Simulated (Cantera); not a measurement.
## Low-pressure radical oxidation in H2/O2

An isothermal, constant-pressure homogeneous reactor starts with H2 : O2 = 0.033 : 1 (molar parts), equivalence ratio 0.017, at 1300 K and 0.0263 atm.

Computed with Cantera and GRI-Mech 3.0 (53 species, 325 reactions). Radical loss at walls, strong at low pressure, is not modelled.

```
t (s)         x H2   x O2      x OH       x H    x HO2    x H2O2
--------  --------  -----  --------  --------  -------  --------
2.00e-5     0.0319  0.968   2.87e-9   3.94e-9  6.51e-9    <1e-12
8.12e-5     0.0319  0.968   2.62e-8   1.32e-8  2.65e-8  1.23e-11
0.000330    0.0319  0.968   1.09e-6   4.19e-7  1.12e-7  1.98e-10
0.00134    0.00280  0.944   0.00504   0.00420  4.35e-6   2.11e-7
0.00544   0.000321  0.945   0.00286   0.00233  3.29e-6   9.08e-8
0.0221    0.000176  0.955   0.00212  0.000904  2.59e-6   8.22e-8
0.0896     3.75e-5  0.965  0.000987   8.65e-5  1.17e-6   5.05e-8
0.364      3.80e-6  0.967  0.000316   2.79e-6  2.45e-7   1.62e-8
1.48       3.91e-7  0.967  0.000102   9.28e-8  4.12e-8   3.48e-9
6.00       5.80e-8  0.968   3.94e-5   5.35e-9  2.03e-8  7.41e-10
```
x: mole fraction; the columns are a selection and need not sum to one.

Equilibrium at this temperature and pressure: H2 1.77e-8, O2 0.968, OH 2.18e-5, H 9.06e-10, HO2 2.71e-8, H2O2 2.86e-10 (gas phase only).
